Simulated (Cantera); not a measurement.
A closed system holds: 1 mol Mg(OH)2, 1.7 mol H2O, 1 mol H2, at 1352 °C and 0.580 bar.

Method: chemical equilibrium by Gibbs-energy minimisation in Cantera with the NASA 1993 tables (ideal gas, pure condensed phases). Candidate condensed phases: H2O, Mg, MgO, Mg(OH)2; 15 gas species. The numbers say what is thermodynamically allowed, not how fast it happens.

Question: What is the equilibrium state?

Answer: 
```json
{
  "x(H2O)": "0.730",
  "x(H2)": "0.270",
  "x(H)": "4.82e-5",
  "x(OH)": "5.48e-6",
  "n(MgO(s))": "1.000 mol",
  "gas_amount": "3.700 mol",
  "log10 activity of Mg(l) (absent)": "-8.91"
}
```
